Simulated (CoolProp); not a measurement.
Vapour pressure (kPa) of n-perfluorohexane: the reference equation beside estimates from Tc = 448.0 K, pc = 1742 kPa, ω = 0.497.

Computed with CoolProp (reference Helmholtz-energy equation of state, Gao 2022).

```json
[
 {"T (K)": "249.6", "reference": "2.036", "Lee-Kesler": "2.045", "Soave-Redlich-Kwong": "2.062"},
 {"T (K)": "262.9", "reference": "4.799", "Lee-Kesler": "4.790", "Soave-Redlich-Kwong": "4.816"},
 {"T (K)": "276.2", "reference": "10.19", "Lee-Kesler": "10.15", "Soave-Redlich-Kwong": "10.18"},
 {"T (K)": "289.5", "reference": "19.85", "Lee-Kesler": "19.78", "Soave-Redlich-Kwong": "19.79"},
 {"T (K)": "302.8", "reference": "35.91", "Lee-Kesler": "35.84", "Soave-Redlich-Kwong": "35.82"},
 {"T (K)": "316.1", "reference": "61.03", "Lee-Kesler": "61.03", "Soave-Redlich-Kwong": "61.01"},
 {"T (K)": "329.4", "reference": "98.36", "Lee-Kesler": "98.57", "Soave-Redlich-Kwong": "98.66"},
 {"T (K)": "342.7", "reference": "151.5", "Lee-Kesler": "152.1", "Soave-Redlich-Kwong": "152.6"},
 {"T (K)": "356", "reference": "224.5", "Lee-Kesler": "225.6", "Soave-Redlich-Kwong": "227.1"},
 {"T (K)": "369.3", "reference": "321.7", "Lee-Kesler": "323.6", "Soave-Redlich-Kwong": "326.9"},
 {"T (K)": "382.6", "reference": "448.2", "Lee-Kesler": "451.0", "Soave-Redlich-Kwong": "457.3"},
 {"T (K)": "395.9", "reference": "609.3", "Lee-Kesler": "613.5", "Soave-Redlich-Kwong": "623.7"}
]
```

Absolute difference from the reference over all 12 rows, mean and median: Lee-Kesler 0.4 and 0.4 %, Soave-Redlich-Kwong 0.9 and 0.5 %.
